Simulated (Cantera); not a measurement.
An isothermal plug-flow reactor at 575 K and 53000 Pa (inlet), inlet velocity 0.12 m/s, active area per volume 7400 1/m; feed CO : O2 : N2 = 0.006 : 0.073 : 0.79 (molar parts), equivalence ratio 0.041.

Computed with Cantera and Deutschmann's 1995 Pt surface mechanism with GRI-Mech 3.0 gas chemistry. Catalytic surfaces can have several steady states; this one follows from the mechanism file's or the stated starting coverage. Mass transfer to the wall is taken as infinitely fast.

What does this change do: temperature 575 to 848 K?


```tsv
quantity	before	after
x(CO) at z = 0.035 m	0.00246	<1e-12
x(O2) at z = 0.035 m	0.0820	0.0808
x(H2O) at z = 0.035 m	<1e-12	<1e-12
x(CO2) at z = 0.035 m	0.00446	0.00693
θ(O*) at the exit	0.999	0.914
```

What does this change do: temperature 575 to 975 K?


```csv
quantity,before,after
x(CO) at z = 0.035 m,0.00246,<1e-12
x(O2) at z = 0.035 m,0.0820,0.0808
x(H2O) at z = 0.035 m,<1e-12,<1e-12
x(CO2) at z = 0.035 m,0.00446,0.00693
θ(O*) at the exit,0.999,0.786
```
